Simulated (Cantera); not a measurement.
Cantera run:

```python
import numpy as np
import cantera as ct

gas_names = [...]  # 140 gases of nasa_gas.yaml made of C, Fe, H, N, O
cond_names = """
    C(gr) C6H6(L) C7H8(L) C8H18(L),n-octa Fe(a) Fe(c) Fe(d) Fe(L) FeC5O5(L) FeO(s) FeO(L) Fe(OH)2(s)
    Fe(OH)3(s) Fe2O3(s) Fe3O4(s) H2O(s) H2O(L)
""".split()


# ... load() reads the species with a 1 bar reference pressure and builds the phases ...
atoms = {
    'Fe(CO)5': {'Fe': 1, 'C': 5, 'O': 5},
    'N2': {'N': 2},
    'H2': {'H': 2},
}
top_T = {'C(gr)': 4500, 'Fe2O3(s)': 1830, 'Fe3O4(s)': 1870}  # K; cautious upper limits of use, not melting points


# ... equilibrate(T, P, feed) seeds the gas with the atoms and calls Mixture.equilibrate('TP', solver="gibbs", rtol=1e-10, max_steps=50000) ...
results = []
feed = {'Fe(CO)5': 1, 'N2': 5.8, 'H2': 0.081}  # mol
P = 160000  # Pa
for T in [950, 1025, 1100, 1175, 1250, 1325, 1400]:
    mix = equilibrate(T, P, feed)
    results.append((T, P, feed, dict(zip(mix.species_names, mix.species_moles))))
    x = sorted(zip(gas.X, gas.species_names), reverse=True)
    print(f"T = {T:g} K  P = {P:g} Pa  gas = {mix.phase_moles(0):.4g} mol")
    print("   x: " + "  ".join(f"{s} {v:.3e}" for v, s in x if v > 0.0001))
    print("   condensed (mol): " + ("  ".join(f"{mix.phase(i).name} {mix.phase_moles(i):.4g}"
          for i in range(1, mix.n_phases) if mix.phase_moles(i) > 1e-12) or "none"))
```

Output:

```
T = 950 K  P = 160000 Pa  gas = 8.804 mol
   x: N2 6.588e-01  CO 2.118e-01  CO2 1.202e-01  H2 6.968e-03  H2O 2.206e-03
   condensed (mol): C(gr) 2.077  FeO(s) 1
T = 1025 K  P = 160000 Pa  gas = 10.17 mol
   x: N2 5.702e-01  CO 3.532e-01  CO2 6.866e-02  H2 6.914e-03  H2O 1.037e-03
   condensed (mol): C(gr) 0.7089  Fe(a) 1
T = 1100 K  P = 160000 Pa  gas = 10.61 mol
   x: N2 5.466e-01  CO 4.208e-01  CO2 2.500e-02  H2 7.193e-03  H2O 4.332e-04
   condensed (mol): C(gr) 0.2699  Fe(a) 1
T = 1175 K  P = 160000 Pa  gas = 10.79 mol
   x: N2 5.377e-01  CO 4.461e-01  CO2 8.625e-03  H2 7.323e-03  H2O 1.812e-04
   condensed (mol): C(gr) 0.09493  Fe(a) 1
T = 1250 K  P = 160000 Pa  gas = 10.85 mol
   x: N2 5.348e-01  CO 4.546e-01  H2 7.381e-03  CO2 3.182e-03
   condensed (mol): C(gr) 0.03529  Fe(c) 1
T = 1325 K  P = 160000 Pa  gas = 10.87 mol
   x: N2 5.337e-01  CO 4.575e-01  H2 7.405e-03  CO2 1.293e-03
   condensed (mol): C(gr) 0.01429  Fe(c) 1
T = 1400 K  P = 160000 Pa  gas = 10.87 mol
   x: N2 5.333e-01  CO 4.586e-01  H2 7.412e-03  CO2 5.774e-04
   condensed (mol): C(gr) 0.006151  Fe(c) 1
```

Cantera equilibrium calculation (NASA polynomials, part measured and part estimated; ideal gas, pure solids and liquids). The tables' stoichiometric FeO is somewhat more stable than real wüstite, so its field is too wide. FeO: taken at fixed stoichiometry. Condensed phases not in the tables: cementite and carbon dissolved in iron.
